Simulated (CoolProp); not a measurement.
R407C along the isobar 0.471 MPa: Z from the reference equation and from simpler models built on Tc = 359.3 K, pc = 4.632 MPa, ω = 0.363; each cubic takes its own stable root.

The numbers come from the reference Helmholtz-energy equation of state, Lemmon 2003 in CoolProp. It is a pseudo-pure fit of the blend.

| T (K) | phase | reference |
|---|---|---|
| 205.6 | liquid | 0.01635 |
| 224.1 | liquid | 0.01559 |
| 242.6 | liquid | 0.01502 |
| 298.1 | gas | 0.9211 |
| 316.6 | gas | 0.9379 |
| 335.1 | gas | 0.9501 |
| 353.6 | gas | 0.9593 |
| 372.1 | gas | 0.9664 |
| 390.5 | gas | 0.9720 |
| 409 | gas | 0.9765 |

Q: How far does each simpler model (van der Waals, Redlich-Kwong, Soave-Redlich-Kwong, Peng-Robinson) lie from the reference over these 10 states: mean and median of the absolute difference, and the worst?

A: 
- van der Waals: mean 1177.3 %, median 1.7 %, worst +6014.5 % at 242.6 K and 0.471 MPa
- Redlich-Kwong: mean 5.7 %, median 0.9 %, worst +18.0 % at 242.6 K and 0.471 MPa
- Soave-Redlich-Kwong: mean 3.9 %, median 0.6 %, worst +12.4 % at 205.6 K and 0.471 MPa
- Peng-Robinson: mean 0.4 %, median 0.2 %, worst -1.1 % at 242.6 K and 0.471 MPa

At some of these states van der Waals gives the other phase, because its saturation line lies elsewhere.
